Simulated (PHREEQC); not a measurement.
Make-up at 44 °C: 0.021 mol H2SO4 and 0.00089 mol Al2(SO4)3 per kg of water. Closed to the air; pH follows from the charge balance.

All values are PHREEQC results (ion-association model, phreeqc.dat), not measurements.

The pH is 1.63 and the ionic strength is 0.0374 mol/kgw. The total alkalinity is -42.0 meq/kg.

```csv
species,molality,activity,log γ
H+,0.0271,0.0234,-0.065
HSO4-,0.0149,0.0124,-0.080
SO4-2,0.00716,0.00350,-0.311
AlSO4+,0.00131,0.00110,-0.079
Al+3,0.000301,7.86e-5,-0.583
Al(SO4)2-,0.000158,0.000132,-0.079
AlHSO4+2,5.85e-6,2.81e-6,-0.319
AlOH+2,2.20e-7,1.10e-7,-0.304
```

This is a speciation only: nothing precipitates in the calculation. At this temperature some constants are extrapolated from 25 °C, and those without enthalpy data are left unchanged.
